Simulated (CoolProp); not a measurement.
A single-stage vapour-compression cycle with R22: evaporating at 250.15 K (dew point), condensing at 296.15 K (bubble point), superheat 0 K, subcooling 8 K, compressor efficiency 0.7, no pressure losses. Each further row changes one setting.

Model: reference Helmholtz-energy equation of state, Kamei 1995, in CoolProp.

| case | cooling COP | pressure ratio | discharge temperature (K) | refrigerating effect (kJ/kg) | volumetric capacity (kJ/m³) |
|---|---|---|---|---|---|
| as stated | (withheld) | 4.53 | 342.1 | 178 | 1720 |
| evaporating temperature 255.15 K | 3.85 | 3.73 | 335.8 | (withheld) | (withheld) |
| condensing temperature 291.15 K | (withheld) | 3.94 | 333.2 | 184 | 1780 |
| subcooling 13 K | (withheld) | 4.53 | 342.1 | 184 | 1780 |
| superheat 10 K | (withheld) | 4.53 | (withheld) | 184 | 1700 |
| compressor efficiency 0.6 | 2.83 | 4.53 | 353.6 | 178 | 1720 |

Q: What belongs in the gaps?

A: 
- as stated, cooling COP: 3.30
- evaporating temperature 255.15 K, refrigerating effect (kJ/kg): 180
- evaporating temperature 255.15 K, volumetric capacity (kJ/m³): 2090
- condensing temperature 291.15 K, cooling COP: 3.79
- subcooling 13 K, cooling COP: 3.41
- superheat 10 K, cooling COP: 3.26
- superheat 10 K, discharge temperature (K): 353.8
